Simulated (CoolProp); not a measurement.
Properties of sulfur dioxide along the isotherm 392.9 K.

Values from CoolProp's reference Helmholtz-energy equation of state, Gao 2016.

| p (bar) | phase | Z | cp (kJ/(kg K)) | expansivity (1/kK) | fugacity coefficient |
|---|---|---|---|---|---|
| 2.82 | gas | 0.9827 | 0.6957 | 2.704 | 0.9830 |
| 5.63 | gas | … | 0.7184 | 2.880 | 0.9660 |
| 8.45 | gas | 0.9466 | 0.7434 | 3.076 | 0.9491 |
| 11.3 | gas | 0.9275 | 0.7715 | 3.299 | 0.9320 |
| 14.1 | gas | 0.9080 | 0.8022 | 3.547 | 0.9153 |
| 16.9 | gas | … | 0.8369 | 3.830 | 0.8986 |
| 19.7 | gas | … | 0.8763 | 4.156 | 0.8819 |
| 22.5 | gas | 0.8449 | 0.9217 | 4.537 | 0.8652 |
| 25.3 | gas | 0.8218 | 0.9747 | 4.990 | 0.8485 |
| 28.2 | gas | 0.7966 | 1.041 | 5.560 | 0.8311 |
| 31 | gas | 0.7706 | 1.118 | 6.245 | … |
| 33.8 | gas | 0.7427 | … | 7.123 | 0.7974 |
| 36.6 | gas | 0.7122 | 1.346 | 8.298 | 0.7803 |
| 39.4 | gas | … | … | 9.974 | 0.7630 |

### Question
What belongs in the gaps?

### Answer

- 5.63, Z: 0.9650
- 16.9, Z: 0.8878
- 19.7, Z: 0.8668
- 31, fugacity coefficient: 0.8143
- 33.8, cp (kJ/(kg K)): 1.217
- 39.4, Z: 0.6784
- 39.4, cp (kJ/(kg K)): 1.527
